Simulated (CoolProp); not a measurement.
Vapour-liquid equilibrium of R22 (1) + n-pentane (2) at 338.7 K; x and y are mole fractions of (1).

The numbers come from the multi-fluid Helmholtz-energy mixture model, Kamei 1995 and Thol 2019; pair parameters Bell 2016 in CoolProp.

```csv
x,"bubble pressure, mixture model (bar)","bubble pressure, Raoult's law (bar)","y, mixture model","y, Raoult's law"
0.05,4.223,3.751,0.404,0.364
0.15,7.460,6.233,0.668,0.658
0.25,10.36,8.714,0.767,0.784
0.35,12.90,11.20,0.819,0.854
0.45,15.14,13.68,0.853,0.899
0.55,17.18,16.16,0.879,0.930
0.65,19.15,18.64,0.902,0.953
0.75,21.17,21.12,0.925,0.970
0.85,23.39,23.60,0.950,0.984
0.95,25.92,26.09,0.981,0.995
```

The largest gap from Raoult's law is +19.7 % in bubble pressure, at x = 0.15. No azeotrope shows between x = 0.05 and 0.95.

The pair parameters rest on a limited set of measurements; away from them the model extrapolates. The gap from Raoult's law changes sign with composition, which may be real or a fault of the pair parameters; it wasn't checked against measurements.
